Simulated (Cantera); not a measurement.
Feed: 1 mol N2O, 0.81 mol H2O, 2.6 mol H2, held at 1227 °C and 10.0 mbar.

Cantera equilibrium calculation (NASA polynomials, part measured and part estimated; ideal gas, pure solids and liquids). Candidate condensed phases: H2O; 24 gas species. Rates play no part.

Base state: H2O 0.410, H2 0.363, N2 0.227, H 0.000106 (mole fractions); condensed: gas only.

Task: What changes in the equilibrium state with this change: N2O replaced by HI?

Result: 
```csv
species,before,after
H2,0.363,0.623
H2O,0.410,0.169
I,0,0.165
N2,0.227,0
HI,0,0.0431
I2,0,0.000179
H,0.000106,0.000139
```
Further candidate phases: I2.
